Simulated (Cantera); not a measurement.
Cantera run, input and output.

```python
import numpy as np
import cantera as ct

gas = ct.Solution("h2o2.yaml")
gas.TPX = 1200, 59000, {'H2': 1.7, 'O2': 1, 'N2': 8.6}
inlet = ct.Reservoir(gas, clone=True)

reactor = ct.IdealGasConstPressureReactor(gas, energy="off", clone=False)
exhaust = ct.Reservoir(gas, clone=True)
tau = [1.3, 0.42, 0.14, 0.046, 0.015, 0.0049, 0.0016][0]
for a, b in ((inlet, reactor), (reactor, exhaust)):
    ct.MassFlowController(a, b, mdot=lambda t: reactor.mass / tau)
net = ct.ReactorNet([reactor])
show = ['H2', 'O2', 'O', 'H2O2', 'OH']

rows = []
print(f"{'tau/s':>10s}{'T/K':>9s}" + "".join(f"{s:>11s}" for s in show))
for tau in [1.3, 0.42, 0.14, 0.046, 0.015, 0.0049, 0.0016]:
    net.initial_time = 0.0
    net.advance(30 * tau)
    before = gas.X
    net.advance(40 * tau)
    drift = np.max(np.abs(gas.X - before) / (gas.X + 1e-9))
    rows.append([gas.T, *gas[show].X, drift])
    print(f"{tau:10.3e}{gas.T:9.1f}" + "".join(f"{x:11.3e}" for x in gas[show].X))
```

Output:

```
     tau/s      T/K         H2         O2          O       H2O2         OH
 1.300e+00   1200.0  1.957e-04  1.441e-02  1.313e-05  4.086e-07  1.143e-04
 4.200e-01   1200.0  4.081e-04  1.450e-02  2.928e-05  6.704e-07  1.684e-04
 1.400e-01   1200.0  8.215e-04  1.468e-02  6.313e-05  1.010e-06  2.469e-04
 4.600e-02   1200.0  1.638e-03  1.506e-02  1.345e-04  1.395e-06  3.639e-04
 1.500e-02   1200.0  3.198e-03  1.583e-02  2.801e-04  1.735e-06  5.351e-04
 4.900e-03   1200.0  6.015e-03  1.731e-02  5.639e-04  1.946e-06  7.789e-04
 1.600e-03   1200.0  1.082e-02  2.002e-02  1.092e-03  2.026e-06  1.116e-03
```

Model: the H2/O2 subset of GRI-Mech 3.0, which has no nitrogen chemistry, integrated in Cantera. The temperature is held fixed by assumption; the heat of reaction is taken as removed at once.
